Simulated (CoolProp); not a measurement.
Computed with CoolProp (reference Helmholtz-energy equation of state, Lemmon 2006). It is a short technical equation, of lower accuracy than the large ones.

Q: For nitrous oxide, give the phase and the Z, cv (kJ/(kg K)), Joule-Thomson coefficient (K/MPa), fugacity coefficient at 317.3 K and 2170 kPa; 317.3 K and 5430 kPa.

A: 
- 317.3 K and 2170 kPa: gas; Z 0.898, cv 0.745, Joule-Thomson coefficient 9.66, fugacity coefficient 0.906
- 317.3 K and 5430 kPa: gas; Z 0.704, cv 0.844, Joule-Thomson coefficient 9.76, fugacity coefficient 0.769
